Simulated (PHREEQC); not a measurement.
Dissolve 1.1 mmol/kgw LiOH at 65 °C. Closed to the air; pH follows from the charge balance.

All values are PHREEQC results (ion-association model, phreeqc.dat), not measurements.

Precipitation was switched off in this run.

**Question.** Predict the pH, specific conductance.

**Answer.** pH 9.93; specific conductance 520 µS/cm.

Complexes and solids missing from the database can't appear. Constants without temperature data keep their 25 °C values here.
